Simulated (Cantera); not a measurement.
A perfectly stirred reactor is fed with CO : H2 : CH4 : O2 : N2 = 1 : 0.95 : 0.42 : 4.43 : 16.6 (molar parts), at 1.20 bar; it is adiabatic with a 400 K inlet, and is followed from long to short residence time, starting on the burning branch (τ in s: 0.25, 0.095, 0.036, 0.013, 0.0051, 0.0019, 0.00072, 0.00027, 0.0001, 3.8e-05, 1.5e-05).

Detailed kinetics in Cantera: GRI-Mech 3.0 (53 species, 325 reactions).

What does this change do: pressure from 1.20 bar to 0.350 bar?


```tsv
quantity	before	after
blow-out, bracketed by the residence times tried	burning at 0.720 ms, out at 0.270 ms	burning at 1.90 ms, out at 0.720 ms
x(CO) at τ = 0.250 s	0.000233	0.000471
x(H2) at τ = 0.250 s	3.07e-5	0.000107
x(CH4) at τ = 0.250 s	4.90e-6	6.18e-6
x(HCN) at τ = 0.250 s	3.87e-10	1.76e-10
x(NO) at τ = 0.250 s	4.05e-6	3.27e-6
x(CO) at τ = 1.90 ms	0.00690	0.0132
x(H2) at τ = 1.90 ms	0.000832	0.00225
x(CH4) at τ = 1.90 ms	0.000123	0.000197
x(HCN) at τ = 1.90 ms	1.32e-9	2.28e-9
x(NO) at τ = 1.90 ms	1.42e-6	2.18e-6
```

What does this change do: N2 16.6 to 23 parts?


| quantity | before | after |
|---|---|---|
| blow-out, bracketed by the residence times tried | burning at 0.720 ms, out at 0.270 ms | burning at 13.0 ms, out at 5.10 ms |
| x(CO) at τ = 0.250 s | 0.000233 | 0.000486 |
| x(H2) at τ = 0.250 s | 3.07e-5 | 5.08e-5 |
| x(CH4) at τ = 0.250 s | 4.90e-6 | 1.45e-5 |
| x(HCN) at τ = 0.250 s | 3.87e-10 | 2.02e-10 |
| x(NO) at τ = 0.250 s | 4.05e-6 | 7.19e-7 |
| x(CO) at τ = 1.90 ms | 0.00690 | 0.0336 |
| x(H2) at τ = 1.90 ms | 0.000832 | 0.0319 |
| x(CH4) at τ = 1.90 ms | 0.000123 | 0.0141 |
| x(HCN) at τ = 1.90 ms | 1.32e-9 | <1e-12 |
| x(NO) at τ = 1.90 ms | 1.42e-6 | <1e-12 |
